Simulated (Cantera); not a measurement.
A perfectly stirred reactor is fed with CH4 : N2 = 1 : 1.4 (molar parts), at 30.0 Torr; it is held at 1600 K, and followed from long to short residence time.

Cantera simulation using GRI-Mech 3.0 (53 species, 325 reactions); the numbers are that mechanism's predictions, not measurements. GRI-Mech 3.0 stops at C3 and has no aromatics, soot or wall deposition, so with more carbon than oxygen in the feed, carbon stays in small species such as C2H2 where larger ones or solid carbon would form. Radical loss at walls, strong at low pressure, is not modelled.

x: mole fraction; the columns are a selection and need not sum to one.

```json
[
 {"τ (s)": "5.7", "x CH4": "0.0611", "x C2H6": "1.40e-5", "x HCN": "4.08e-7", "x C2H": "1.23e-7", "x C2H2": "0.125", "x H2": "0.376"},
 {"τ (s)": "1.9", "x CH4": "0.110", "x C2H6": "3.93e-5", "x HCN": "1.59e-7", "x C2H": "9.44e-8", "x C2H2": "0.107", "x H2": "0.323"},
 {"τ (s)": "0.66", "x CH4": "…", "x C2H6": "…", "x HCN": "…", "x C2H": "…", "x C2H2": "…", "x H2": "…"},
 {"τ (s)": "0.22", "x CH4": "0.262", "x C2H6": "0.000198", "x HCN": "1.73e-8", "x C2H": "4.06e-8", "x C2H2": "0.0496", "x H2": "0.160"},
 {"τ (s)": "0.077", "x CH4": "…", "x C2H6": "0.000316", "x HCN": "…", "x C2H": "…", "x C2H2": "…", "x H2": "…"},
 {"τ (s)": "0.026", "x CH4": "0.391", "x C2H6": "0.000300", "x HCN": "3.31e-10", "x C2H": "3.29e-9", "x C2H2": "0.00361", "x H2": "0.0225"},
 {"τ (s)": "0.0089", "x CH4": "0.413", "x C2H6": "9.39e-5", "x HCN": "7.58e-12", "x C2H": "1.58e-10", "x C2H2": "0.000132", "x H2": "0.00263"}
]
```

Fill in the missing entries.


- 0.66, x CH4: 0.179
- 0.66, x C2H6: 9.44e-5
- 0.66, x HCN: 5.82e-8
- 0.66, x C2H: 6.73e-8
- 0.66, x C2H2: 0.0813
- 0.66, x H2: 0.249
- 0.077, x CH4: 0.335
- 0.077, x HCN: 3.88e-9
- 0.077, x C2H: 1.81e-8
- 0.077, x C2H2: 0.0213
- 0.077, x H2: 0.0803
